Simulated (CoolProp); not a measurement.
Saturation properties of octamethyltrisiloxane (MDM) (Tc = 292.2 °C, pc = 1.438 MPa, ω = 0.528).

Model: reference Helmholtz-energy equation of state, Thol 2017, in CoolProp.

```tsv
T (°C)	p (MPa)	vapour density (kg/m³)	enthalpy of vaporisation (kJ/kg)
150.95	0.09733	7.037	153.3
153.45	0.1039	7.498	___
156.05	0.1111	8.002	150.9
158.55	0.1184	8.513	149.8
161.05	0.1261	9.049	148.6
163.55	0.1341	9.613	___
166.05	0.1426	10.20	146.2
168.55	0.1514	10.82	145.0
171.05	0.1606	11.48	143.8
173.65	0.1707	12.19	___
176.15	0.1808	12.90	___
178.65	0.1914	13.66	140.0
181.15	0.2025	14.44	138.7
183.65	0.2140	15.27	137.4
```

Task: Some entries are withheld; supply them.

Result: 
- 153.45, enthalpy of vaporisation (kJ/kg): 152.1
- 163.55, enthalpy of vaporisation (kJ/kg): 147.4
- 173.65, enthalpy of vaporisation (kJ/kg): 142.5
- 176.15, enthalpy of vaporisation (kJ/kg): 141.3

It boils at 152.5 °C under 1 atm.
